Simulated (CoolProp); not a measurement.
Isobutane along the isotherm 220.4 K: Z from the reference equation and from simpler models built on Tc = 407.8 K, pc = 3629 kPa, ω = 0.184; each cubic takes its own stable root.

The numbers come from the reference Helmholtz-energy equation of state, Bücker 2006 in CoolProp.

```json
[
 {"p (kPa)": "1010", "phase": "liquid", "reference": "0.05020"},
 {"p (kPa)": "2020", "phase": "liquid", "reference": "0.1003"},
 {"p (kPa)": "3020", "phase": "liquid", "reference": "0.1497"},
 {"p (kPa)": "4030", "phase": "liquid", "reference": "0.1995"},
 {"p (kPa)": "5040", "phase": "liquid", "reference": "0.2491"},
 {"p (kPa)": "6050", "phase": "liquid", "reference": "0.2987"},
 {"p (kPa)": "7060", "phase": "liquid", "reference": "0.3481"},
 {"p (kPa)": "8060", "phase": "liquid", "reference": "0.3969"},
 {"p (kPa)": "9070", "phase": "liquid", "reference": "0.4460"}
]
```

Q: How far does each simpler model (van der Waals, Redlich-Kwong, Soave-Redlich-Kwong, Peng-Robinson) lie from the reference over these 9 states: mean and median of the absolute difference, and the worst?

A: 
- van der Waals: mean 57.7 %, median 57.6 %, worst +59.5 % at 220.4 K and 1010 kPa
- Redlich-Kwong: mean 7.6 %, median 7.6 %, worst +7.9 % at 220.4 K and 1010 kPa
- Soave-Redlich-Kwong: mean 6.3 %, median 6.3 %, worst +6.5 % at 220.4 K and 1010 kPa
- Peng-Robinson: mean 5.6 %, median 5.6 %, worst -5.6 % at 220.4 K and 9070 kPa
